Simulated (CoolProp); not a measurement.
Properties of dry air along the isotherm -133.35 °C.

Model: reference Helmholtz-energy equation of state, Lemmon 2000, in CoolProp. It is a pseudo-pure fit of the blend.

```csv
p (MPa),phase,density (kg/m³),speed of sound (m/s),expansivity (1/kK),Prandtl number,fugacity coefficient
0.728,gas,19.24,230.5,8.547,0.790,0.9455
1.46,gas,41.32,223.4,10.53,0.857,0.8917
2.18,gas,66.89,216.1,13.51,0.953,0.8394
2.91,gas,98.96,208.1,18.66,1.11,0.7867
3.64,gas,142.3,199.9,29.36,1.43,0.7337
4.37,supercritical,212.7,192.8,60.91,2.33,0.6795
5.1,supercritical,348.2,205.2,100.3,3.85,0.6228
5.82,supercritical,441.3,255.3,50.40,2.87,0.5709
6.55,supercritical,486.4,298.9,31.69,2.31,0.5274
7.28,supercritical,514.9,332.9,23.72,2.04,0.4921
8.01,supercritical,535.8,360.8,19.37,1.88,0.4630
8.74,supercritical,552.5,384.7,16.60,1.77,0.4387
9.46,supercritical,566.3,405.5,14.70,1.70,0.4186
```

Viscosity comes from a separate model (Lemmon 2004). Thermal conductivity comes from a separate model (Lemmon 2004).
